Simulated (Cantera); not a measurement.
Low-pressure radical oxidation in H2/O2

A perfectly stirred reactor is fed with H2 : O2 : N2 = 0.26 : 1 : 0.66 (molar parts), at 20.0 Torr; it is held at 1325 K, and followed from long to short residence time.

Computed with Cantera and the H2/O2 subset of GRI-Mech 3.0, which has no nitrogen chemistry. Radical loss at walls, strong at low pressure, is not modelled. The temperature is held fixed by assumption; the heat of reaction is taken as removed at once.

```csv
τ (s),x H2,x O2,x O,x HO2,x H
1.0,0.000343,0.484,0.00182,2.63e-6,0.000253
0.59,0.000482,0.483,0.00257,3.19e-6,0.000427
0.33,0.000697,0.482,0.00376,3.86e-6,0.000755
0.19,0.000987,0.481,0.00537,4.51e-6,0.00129
0.11,0.00138,0.479,0.00758,5.13e-6,0.00217
0.059,0.00201,0.476,0.0111,5.77e-6,0.00386
0.034,0.00275,0.473,0.0153,6.23e-6,0.00628
0.019,0.00375,0.468,0.0209,6.57e-6,0.0101
0.011,0.00490,0.463,0.0270,6.74e-6,0.0150
0.0060,0.00640,0.457,0.0341,6.79e-6,0.0215
0.0034,0.00807,0.452,0.0397,6.74e-6,0.0278
```
x: mole fraction; the columns are a selection and need not sum to one.
